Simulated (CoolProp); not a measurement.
A Linde-Hampson liquefier for methane: isothermal reversible compression at 300 K from 1 atm to 10 MPa, throttling to 1 atm, return gas leaving the recuperator 0 K below the feed. Each further row changes one setting.

Computed with CoolProp (reference Helmholtz-energy equation of state, Setzmann 1991).

| case | liquid yield per pass | compression work (kJ/kg of gas) |
|---|---|---|
| as stated | [?] | 689 |
| high pressure 20 MPa | 0.195 | [?] |
| warm-end temperature 330 K | [?] | [?] |
| warm-end gap 5 K | 0.097 | 689 |

Problem. What belongs in the gaps?

Solution. 
- as stated, liquid yield per pass: 0.108
- high pressure 20 MPa, compression work (kJ/kg of gas): 779
- warm-end temperature 330 K, liquid yield per pass: 0.081
- warm-end temperature 330 K, compression work (kJ/kg of gas): 767
